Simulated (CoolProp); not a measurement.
Methanol at 394.31 K and 2.89 MPa flows at 1.6 m/s in a round tube of 1 mm bore and 45 µm roughness, fully developed (64/Re and Nu = 3.66 if laminar; Colebrook and Gnielinski if turbulent). Each further row changes one setting.

Computed with CoolProp (reference Helmholtz-energy equation of state, de Reuck 1993).

| case | Reynolds number | Darcy friction factor | pressure drop (Pa/m) | heat-transfer coefficient (W/(m² K)) | mass flow (kg/h) |
|---|---|---|---|---|---|
| as stated | 5970 | 0.0721 | 63700 | 11100 | 3.12 |
| velocity 3.2 m/s | 11900 | 0.0702 | 248000 | 23900 | 6.24 |
| diameter 2 mm | 11900 | 0.0538 | 23800 | 9910 | 12.5 |

Viscosity comes from a separate model (Xiang 2006). Thermal conductivity comes from a separate model (Sykioti 2013).
